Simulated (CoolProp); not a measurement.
A closed Brayton cycle with dry air: compressor inlet 309.15 K and 6.9 MPa, high pressure 20.9 MPa, turbine inlet 890 K, compressor efficiency 0.8, turbine efficiency 0.93, recuperator effectiveness 0.95 (on enthalpy, no pinch check). Each further row changes one setting.

Model: reference Helmholtz-energy equation of state, Lemmon 2000, in CoolProp. It is a pseudo-pure fit of the blend.

```json
[
 {"case": "as stated", "thermal efficiency (%)": "___", "net work (kJ/kg)": "89.1", "compressor to turbine work": "0.63", "compressor exit (K)": "454.0", "turbine exit (K)": "680.5"},
 {"case": "turbine inlet 840 K", "thermal efficiency (%)": "___", "net work (kJ/kg)": "___", "compressor to turbine work": "___", "compressor exit (K)": "454.0", "turbine exit (K)": "640.4"},
 {"case": "compressor inlet 319.15 K", "thermal efficiency (%)": "32.8", "net work (kJ/kg)": "83.8", "compressor to turbine work": "0.65", "compressor exit (K)": "468.5", "turbine exit (K)": "680.5"},
 {"case": "high pressure 17.8 MPa", "thermal efficiency (%)": "36.5", "net work (kJ/kg)": "83.5", "compressor to turbine work": "0.60", "compressor exit (K)": "430.1", "turbine exit (K)": "707.8"},
 {"case": "recuperator effectiveness 0.5", "thermal efficiency (%)": "24.4", "net work (kJ/kg)": "89.1", "compressor to turbine work": "0.63", "compressor exit (K)": "454.0", "turbine exit (K)": "680.5"}
]
```

**Question.** Complete the blanks.

**Answer.** 
- as stated, thermal efficiency (%): 34.7
- turbine inlet 840 K, thermal efficiency (%): 31.3
- turbine inlet 840 K, net work (kJ/kg): 75.6
- turbine inlet 840 K, compressor to turbine work: 0.67
